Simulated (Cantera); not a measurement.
An adiabatic, constant-volume homogeneous reactor starts with CH4 : C2H6 : C3H8 : O2 : N2 : CO2 = 1 : 0.16 : 1.1 : 16.4 : 61.8 : 6.5 (molar parts), equivalence ratio 0.49, at 1525 K and 1.01 bar.

Detailed kinetics in Cantera: GRI-Mech 3.0 (53 species, 325 reactions). GRI-Mech 3.0 was tuned for natural gas; its chemistry of propane as a main component is partial and can be far from experiment.

Task: Predict: time of steepest temperature rise; temperature at 0.600 s; equilibrium temperature; x(H2O2) at 0.600 s; x(H) at 0.600 s; x(CO2) at 0.600 s.

Result: 
- time of steepest temperature rise = 65.7 µs
- temperature at 0.600 s = 2490 K
- equilibrium temperature = 2490 K
- x(H2O2) at 0.600 s = 1.92e-7 (gas-phase equilibrium 1.92e-7)
- x(H) at 0.600 s = 0.000605 (gas-phase equilibrium 0.000605)
- x(CO2) at 0.600 s = 0.115 (gas-phase equilibrium 0.115)
